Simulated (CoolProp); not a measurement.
Saturation properties of oxygen (Tc = 154.6 K, pc = 5046 kPa, ω = 0.022).

Values from CoolProp's reference Helmholtz-energy equation of state, Schmidt 1985.

```
T (K)  p (kPa)  vapour Z  vapour viscosity (µPa s)
-----  -------  --------  ------------------------
76.6     18.57    0.9908                      5.88
79.6     28.52    0.9874                      6.12
82.5     41.81    0.9833                      6.35
85.5     60.29    0.9781                      6.58
88.4     83.71    0.9721                      6.81
91.3     113.6    0.9651                      7.04
94.3     152.7    0.9568                      7.27
97.2     199.4    0.9476                      7.50
100.2    258.3    0.9370                      7.74
103.1    326.8    0.9255                      7.98
106      408.1    0.9128                      8.21
109      506.9    0.8985                      8.46
```

It boils at 90.2 K under 1 atm.

Viscosity comes from a separate model (Lemmon 2004).
